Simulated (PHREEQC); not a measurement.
MgCl2 is added in steps, without added water, to 1 kg of water holding 0.0037 mol/kgw H2SO4, 4.8e-05 mol/kgw CuSO4 and 0.0052 mol/kgw MgSO4, at 76 °C. Oxygen is held at 0.21 atm. No CO2 enters from the air. Solids allowed: Brucite, Cu(OH)2, Brochantite, Antlerite, Atacamite, Epsomite, Chalcanthite. Others were left out.

Base run: PHREEQC, ion-association model, wateq4f.dat. Each further column changes one thing. The table gives CuCl+ (mol/kgw).

```tsv
MgCl2 added (mol)	base	all activity coefficients set to 1	Davies equation for every ion	database phreeqc.dat
0	0	0	0	0
0.00225	2.07e-6	3.06e-6	2.00e-6	2.07e-6
0.0045	3.91e-6	…	…	3.91e-6
0.00675	5.53e-6	…	5.28e-6	5.53e-6
0.007875	6.26e-6	1.03e-5	5.97e-6	6.27e-6
0.01013	7.61e-6	1.28e-5	7.23e-6	7.62e-6
0.01238	8.80e-6	1.50e-5	8.35e-6	8.82e-6
0.01463	9.88e-6	…	9.36e-6	9.90e-6
0.01688	1.09e-5	…	1.03e-5	1.09e-5
0.01912	1.17e-5	2.03e-5	…	1.18e-5
0.02025	1.22e-5	2.10e-5	1.15e-5	1.22e-5
0.0225	1.29e-5	2.23e-5	1.22e-5	1.30e-5
0.02475	1.37e-5	2.35e-5	1.29e-5	1.37e-5
0.027	1.43e-5	2.45e-5	…	1.44e-5
```

What belongs in the gaps?


- 0.0045, all activity coefficients set to 1: 6.10e-6
- 0.0045, Davies equation for every ion: 3.75e-6
- 0.00675, all activity coefficients set to 1: 8.96e-6
- 0.01463, all activity coefficients set to 1: 1.70e-5
- 0.01688, all activity coefficients set to 1: 1.87e-5
- 0.01912, Davies equation for every ion: 1.11e-5
- 0.027, Davies equation for every ion: 1.35e-5

Constants without temperature data keep their 25 °C values here. phreeqc.dat and wateq4f.dat share most of their constants, so their agreement is no independent check.
